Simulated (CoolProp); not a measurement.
Toluene along the isobar 9.89 MPa: density (kg/m³) from the reference equation and from simpler models built on Tc = 591.7 K, pc = 4.126 MPa, ω = 0.266; each cubic takes its own stable root.

Model: reference Helmholtz-energy equation of state, Lemmon 2006, in CoolProp. It is a short technical equation, of lower accuracy than the large ones.

| T (K) | phase | reference |
|---|---|---|
| 482.2 | liquid | 691.8 |
| 492 | liquid | 680.7 |
| 501.9 | liquid | 669.1 |
| 511.7 | liquid | 657.2 |
| 521.6 | liquid | 644.9 |
| 531.4 | liquid | 632.2 |
| 541.3 | liquid | 618.9 |
| 551.1 | liquid | 605.2 |
| 560.9 | liquid | 590.9 |
| 570.8 | liquid | 575.8 |
| 580.6 | liquid | 560.1 |
| 590.5 | liquid | 543.3 |
| 600.3 | supercritical | 525.8 |
| 610.2 | supercritical | 507.1 |
| 620 | supercritical | 487.5 |

Q: How far does each simpler model (van der Waals, Redlich-Kwong, Soave-Redlich-Kwong, Peng-Robinson) lie from the reference over these 15 states: mean and median of the absolute difference, and the worst?

A: 
- van der Waals: mean 33.0 %, median 33.7 %, worst -36.4 % at 482.2 K and 9.89 MPa
- Redlich-Kwong: mean 13.7 %, median 13.8 %, worst -14.1 % at 580.6 K and 9.89 MPa
- Soave-Redlich-Kwong: mean 12.4 %, median 12.1 %, worst -15.7 % at 620 K and 9.89 MPa
- Peng-Robinson: mean 2.5 %, median 1.4 %, worst -7.2 % at 620 K and 9.89 MPa
